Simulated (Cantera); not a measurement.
An adiabatic, constant-pressure homogeneous reactor starts with CO : H2 : CH4 : O2 : N2 = 1 : 0.86 : 1.4 : 12 : 45.2 (molar parts), equivalence ratio 0.31, at 1800 K and 760 Torr. Integrator tolerance rtol = 1e-08.

Detailed kinetics in Cantera: GRI-Mech 3.0 (53 species, 325 reactions).

What does this change do: 3.5 parts CO2 added?


| quantity | before | after |
|---|---|---|
| time of steepest temperature rise | 40.6 µs | 43.2 µs |
| temperature at 2.00 s | 2402 K | 2351 K |
| equilibrium temperature | 2402 K | 2351 K |
| x(CO) at 2.00 s | 0.00226 (gas-phase equilibrium 0.00226) | 0.00403 (gas-phase equilibrium 0.00403) |
| x(H2) at 2.00 s | 0.000576 (gas-phase equilibrium 0.000576) | 0.000427 (gas-phase equilibrium 0.000427) |
| x(CH4) at 2.00 s | <1e-12 (gas-phase equilibrium <1e-12) | <1e-12 (gas-phase equilibrium <1e-12) |
| x(OH) at 2.00 s | 0.00702 (gas-phase equilibrium 0.00702) | 0.00569 (gas-phase equilibrium 0.00569) |
| x(CH2O) at 2.00 s | <1e-12 (gas-phase equilibrium <1e-12) | <1e-12 (gas-phase equilibrium <1e-12) |
